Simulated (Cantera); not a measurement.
An isothermal, constant-pressure homogeneous reactor starts with 0.964 % H₂, 87.6 % O₂, 11.4 % N₂, at 1275 K and 0.0207 atm.

Model: GRI-Mech 3.0 (53 species, 325 reactions), integrated in Cantera. Radical loss at walls, strong at low pressure, is not modelled.

One state of this run: x H₂ = 2.87e-6; x O₂ = 0.875; x O = 0.000521; x NO₂ = 7.25e-12; x H = 6.14e-6. x: mole fraction; the columns are a selection and need not sum to one.

### Question
Which value of t (s) does it belong to?
(A) 0.0244
(B) 0.0110
(C) 0.604
(D) 0.121

### Answer
C, 0.604
